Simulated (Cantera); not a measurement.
Cantera with NASA thermochemical tables; ideal gases at 1 bar, condensed phases pure. Values are per mole of reaction as written; species without (g) are pure solids or liquids, kept so even where they would boil at 1 bar.

Q: Between 2723 and 2973 K, where is each reaction favourable under standard conditions?
- C6H6(g) ⇌ 3 C2H2(g)

A: 
- C6H6(g) ⇌ 3 C2H2(g): ΔG° is -353 kJ at 2723 K and -440 kJ at 2973 K; it stays negative (K > 1). ΔH° is 586 kJ and ΔS° 345 J/K at 2973 K.
